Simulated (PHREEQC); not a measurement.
A solution holds 1.8 mmol/kgw Cu(BF4)2, at 20 °C. Closed to the air; pH follows from the charge balance.

All values are PHREEQC results (ion-association model, phreeqc.dat), not measurements.

No solid was allowed to form.

Problem. Predict the pH, ionic strength.

Solution. pH 3.01; ionic strength 0.00637 mol/kgw.

Problem. In which forms is B present?

Solution. BF4- 61 %, H3BO3 27 %, BF3OH- 8.3 %, BF2(OH)2- 3.9 % of the B.

Real BF4- forms and hydrolyses slowly; the run takes it at equilibrium.
